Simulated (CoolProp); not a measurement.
20 sccm (0 °C, 1 atm) of nitrogen bubbles through liquid toluene at 349.4 K and leaves saturated at a total pressure of 0.15 MPa (ideal gas phase). Each further row changes one setting.

Model: reference Helmholtz-energy equation of state, Lemmon 2006, in CoolProp. It is a short technical equation, of lower accuracy than the large ones.

```tsv
case	vapour pressure (kPa)	mole fraction of vapour	delivery (mg/min)	delivery (sccm)	change of delivery for a bath 1 K warmer (%)
as stated	34.1	0.227	24.2	5.88	4.7
bath temperature 354.4 K	40.6	0.270	30.5	7.42	4.8
total pressure 0.3 MPa	34.1	0.114	10.5	2.56	4.1
```
